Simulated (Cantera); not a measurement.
Input: 1 mol Si₂Cl₆, 3.8 mol NH₃, 54 mol N₂, at 1377 °C and 0.495 Torr.

Equilibrium computed with Cantera from the NASA thermochemical tables; the gas is ideal and each condensed phase is pure. Candidate condensed phases: NH₄Cl, Si, Si₃N₄; 28 gas species. The feed counts by its element totals alone. The tables' values for SiCl, SiCl₃ are old estimates; treat these amounts as uncertain. Equilibrium is a limit: real reactors are often held back by kinetics, nucleation or transport.

Base state: N₂ 0.865, H₂ 0.0721, HCl 0.0312, SiCl₂ 0.0304, H 0.000949, Cl 0.000323, Si 0.000256, SiCl 0.000175 (mole fractions); condensed: gas only.

Task: What changes in the equilibrium state with this change: NH₃ from 3.8 to 0.13 mol?

Result: 
```json
[
 {"species": "N₂", "before": "0.865", "after": "0.940"},
 {"species": "SiCl₂", "before": "0.0304", "after": "0.0277"},
 {"species": "Cl", "before": "0.000323", "after": "0.0189"},
 {"species": "H₂", "before": "0.0721", "after": "9.87e-7"},
 {"species": "HCl", "before": "0.0312", "after": "0.00677"},
 {"species": "Si", "before": "0.000256", "after": "6.81e-8"},
 {"species": "Cl₂", "before": "3.20e-9", "after": "1.10e-5"},
 {"species": "SiCl₄", "before": "6.44e-7", "after": "0.00201"},
 {"species": "H", "before": "0.000949", "after": "3.51e-6"}
]
```
The tables' values for SiCl₃ are old estimates; treat these amounts as uncertain.
